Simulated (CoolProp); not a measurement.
Saturation properties of decamethylcyclopentasiloxane (D5).

Computed with CoolProp (reference Helmholtz-energy equation of state, Thol 2019).

```json
[
 {"T (°C)": "142.95", "p (MPa)": "0.01446", "enthalpy of vaporisation (kJ/kg)": "133.1", "liquid cp (kJ/(kg K))": "1.876", "vapour Z": "0.9781", "surface tension (mN/m)": "9.71"},
 {"T (°C)": "152.45", "p (MPa)": "0.01998", "enthalpy of vaporisation (kJ/kg)": "129.9", "liquid cp (kJ/(kg K))": "1.892", "vapour Z": "0.9722", "surface tension (mN/m)": "9.10"},
 {"T (°C)": "161.95", "p (MPa)": "0.02708", "enthalpy of vaporisation (kJ/kg)": "126.8", "liquid cp (kJ/(kg K))": "1.908", "vapour Z": "0.9651", "surface tension (mN/m)": "8.50"},
 {"T (°C)": "171.45", "p (MPa)": "0.03607", "enthalpy of vaporisation (kJ/kg)": "123.6", "liquid cp (kJ/(kg K))": "1.925", "vapour Z": "0.9568", "surface tension (mN/m)": "7.91"},
 {"T (°C)": "180.95", "p (MPa)": "0.04727", "enthalpy of vaporisation (kJ/kg)": "120.4", "liquid cp (kJ/(kg K))": "1.942", "vapour Z": "0.9474", "surface tension (mN/m)": "7.33"},
 {"T (°C)": "190.45", "p (MPa)": "0.06103", "enthalpy of vaporisation (kJ/kg)": "117.2", "liquid cp (kJ/(kg K))": "1.960", "vapour Z": "0.9365", "surface tension (mN/m)": "6.76"},
 {"T (°C)": "199.85", "p (MPa)": "0.07756", "enthalpy of vaporisation (kJ/kg)": "113.9", "liquid cp (kJ/(kg K))": "1.978", "vapour Z": "0.9244", "surface tension (mN/m)": "6.21"},
 {"T (°C)": "209.35", "p (MPa)": "0.09759", "enthalpy of vaporisation (kJ/kg)": "110.6", "liquid cp (kJ/(kg K))": "1.996", "vapour Z": "0.9107", "surface tension (mN/m)": "5.67"},
 {"T (°C)": "218.85", "p (MPa)": "0.1214", "enthalpy of vaporisation (kJ/kg)": "107.1", "liquid cp (kJ/(kg K))": "2.015", "vapour Z": "0.8953", "surface tension (mN/m)": "5.14"},
 {"T (°C)": "228.35", "p (MPa)": "0.1494", "enthalpy of vaporisation (kJ/kg)": "103.5", "liquid cp (kJ/(kg K))": "2.035", "vapour Z": "0.8782", "surface tension (mN/m)": "4.63"},
 {"T (°C)": "237.85", "p (MPa)": "0.1822", "enthalpy of vaporisation (kJ/kg)": "99.81", "liquid cp (kJ/(kg K))": "2.056", "vapour Z": "0.8593", "surface tension (mN/m)": "4.13"},
 {"T (°C)": "247.35", "p (MPa)": "0.2201", "enthalpy of vaporisation (kJ/kg)": "95.96", "liquid cp (kJ/(kg K))": "2.078", "vapour Z": "0.8384", "surface tension (mN/m)": "3.65"},
 {"T (°C)": "256.85", "p (MPa)": "0.2638", "enthalpy of vaporisation (kJ/kg)": "91.91", "liquid cp (kJ/(kg K))": "2.102", "vapour Z": "0.8153", "surface tension (mN/m)": "3.18"}
]
```

It boils at 210.9 °C under 1 atm.

Surface tension comes from a separate correlation (Mulero 2014), older than this fluid's equation and unchecked against measurements.
